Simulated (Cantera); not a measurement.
Input: 1 mol CCl4, 1.4 mol Si, 7.8 mol H2, held at 1500 K and 75.0 Torr.

Equilibrium computed with Cantera from the NASA thermochemical tables; the gas is ideal and each condensed phase is pure. Candidate condensed phases: C, C6H6, C7H8, C8H18, Si, SiC; 109 gas species. The tables' values for SiCl3 are old estimates; treat these amounts as uncertain. The numbers say what is thermodynamically allowed, not how fast it happens.

Base state: H2 0.651, HCl 0.307, SiCl2 0.0251, SiCl3 0.00751, SiCl4 0.00715, SiHCl3 0.00157, SiH2Cl2 5.49e-5, H 4.49e-5 (mole fractions); condensed: SiC(s).

### Question
What changes in the equilibrium state with this change: temperature from 1500 K to 2648.15 K?

### Answer
| species | before | after |
|---|---|---|
| H2 | 0.651 | 0.508 |
| HCl | 0.307 | 0.228 |
| H | 4.49e-5 | 0.105 |
| SiC2 | <1e-9 | 0.0153 |
| Si | 5.67e-9 | 0.0396 |
| SiCl | 4.98e-7 | 0.0112 |
| Cl | 1.71e-5 | 0.0329 |
| SiCl2 | 0.0251 | 0.0395 |
| Si2C | <1e-9 | 0.00715 |
| SiH | 4.64e-9 | 0.00191 |
| SiC(s), mol | 1.000 | 0 |
| C(graphite), mol | 0 | 0.332 |
The tables' values for SiCl, SiCl3 are old estimates; treat these amounts as uncertain. Gases not in the tables: Si2H6 and higher silanes.

### Question
What changes in the equilibrium state with this change: pressure from 75.0 Torr to 5.78 Torr?

### Answer
| species | before | after |
|---|---|---|
| H2 | 0.651 | 0.637 |
| HCl | 0.307 | 0.322 |
| SiCl2 | 0.0251 | 0.0366 |
| CH4 | 1.48e-5 | 8.36e-7 |
| SiH2Cl2 | 5.49e-5 | 6.03e-6 |
| SiHCl3 | 0.00157 | 0.000185 |
| SiCl4 | 0.00715 | 0.000905 |
| SiC(s), mol | 1.000 | 1.000 |

### Question
What changes in the equilibrium state with this change: temperature from 1500 K to 2425 K?

### Answer
```csv
species,before,after
H2,0.651,0.595
HCl,0.307,0.287
H,4.49e-5,0.0437
Cl,1.71e-5,0.0150
SiCl2,0.0251,0.0432
SiC2,<1e-9,0.00110
Si,5.67e-9,0.00532
Si2C,<1e-9,0.000623
SiH,4.64e-9,0.000385
"SiC(s), mol",1.000,0.838
"C(graphite), mol",0,0.0370
```
The tables' values for SiCl, SiCl3 are old estimates; treat these amounts as uncertain. Gases not in the tables: Si2H6 and higher silanes.
